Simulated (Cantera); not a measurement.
A Cantera script and its output.

```python
import numpy as np
import cantera as ct

gas = ct.Solution("gri30.yaml")
gas.TPX = 1450, 500000, {'H2': 1, 'O2': 0.794, 'N2': 7.94}
reactor = ct.IdealGasConstPressureReactor(gas, energy="on", clone=False)
net = ct.ReactorNet([reactor])
net.rtol, net.atol = 1e-08, 1e-16
show = ['H2', 'O2', 'O', 'NO2', 'HO2', 'OH']
times = np.geomspace(2e-06, 4, 15)

steps = ct.SolutionArray(gas, extra=["t"])
rows = []
print(f"{'t/s':>10s}{'T/K':>9s}{'P/Pa':>11s}" + "".join(f"{s:>11s}" for s in show))
for t in times:
    while net.time < t:
        t_next = net.step()
        steps.append(gas.state, t=t_next)
    rows.append([np.interp(t, steps.t, y) for y in (steps.T, steps.P, *steps(*show).X.T)])
    print(f"{t:10.3e}{rows[-1][0]:9.1f}{rows[-1][1]:11.4g}" + "".join(f"{x:11.3e}" for x in rows[-1][2:]))
rate = np.gradient(steps.T, steps.t)
print("integrator steps:", len(steps.t))
if steps.T.max() > steps.T[0] + 200:
    print(f"time of steepest temperature rise: {steps.t[rate.argmax()]:.4e} s")
gas.TPX = 1450, 500000, {'H2': 1, 'O2': 0.794, 'N2': 7.94}
gas.equilibrate("HP")
print(f"equilibrium (HP): T = {gas.T:.1f} K  " + "  ".join(f"{s} {gas[s].X[0]:.3e}" for s in show))
```

It prints:

```
       t/s      T/K       P/Pa         H2         O2          O        NO2        HO2         OH
 2.000e-06   1450.0      5e+05  1.027e-01  8.157e-02  5.720e-07  2.557e-19  8.394e-07  4.589e-07
 5.638e-06   1463.9      5e+05  9.437e-02  7.766e-02  8.200e-04  1.351e-11  9.969e-05  7.606e-04
 1.589e-05   2028.9      5e+05  6.077e-03  3.144e-02  4.528e-03  3.500e-08  2.087e-05  7.818e-03
 4.480e-05   2141.3      5e+05  1.347e-03  3.103e-02  9.057e-04  7.535e-08  5.479e-06  4.104e-03
 1.263e-04   2164.2      5e+05  3.414e-04  3.131e-02  2.330e-04  7.398e-08  2.217e-06  2.159e-03
 3.560e-04   2166.5      5e+05  2.514e-04  3.136e-02  1.739e-04  7.342e-08  1.960e-06  1.874e-03
 1.003e-03   2166.5      5e+05  2.509e-04  3.135e-02  1.735e-04  9.206e-08  1.958e-06  1.872e-03
 2.828e-03   2166.4      5e+05  2.509e-04  3.133e-02  1.734e-04  1.444e-07  1.957e-06  1.871e-03
 7.973e-03   2166.1      5e+05  2.507e-04  3.127e-02  1.729e-04  2.898e-07  1.952e-06  1.867e-03
 2.247e-02   2165.4      5e+05  2.501e-04  3.110e-02  1.715e-04  6.807e-07  1.939e-06  1.859e-03
 6.335e-02   2163.5      5e+05  2.488e-04  3.069e-02  1.683e-04  1.637e-06  1.907e-06  1.838e-03
 1.786e-01   2160.0      5e+05  2.463e-04  2.992e-02  1.624e-04  3.379e-06  1.849e-06  1.801e-03
 5.034e-01   2157.1      5e+05  2.444e-04  2.929e-02  1.576e-04  4.813e-06  1.801e-06  1.769e-03
 1.419e+00   2156.6      5e+05  2.441e-04  2.919e-02  1.569e-04  5.019e-06  1.795e-06  1.765e-03
 4.000e+00   2156.6      5e+05  2.441e-04  2.919e-02  1.569e-04  5.020e-06  1.795e-06  1.765e-03
integrator steps: 1359
time of steepest temperature rise: 7.0914e-06 s
equilibrium (HP): T = 2156.6 K  H2 2.441e-04  O2 2.919e-02  O 1.569e-04  NO2 5.020e-06  HO2 1.795e-06  OH 1.765e-03
```

Cantera simulation using GRI-Mech 3.0 (53 species, 325 reactions); the numbers are that mechanism's predictions, not measurements. The hydrogen kinetics of GRI-Mech 3.0 are dated; newer H2 mechanisms differ, most at raised pressure.
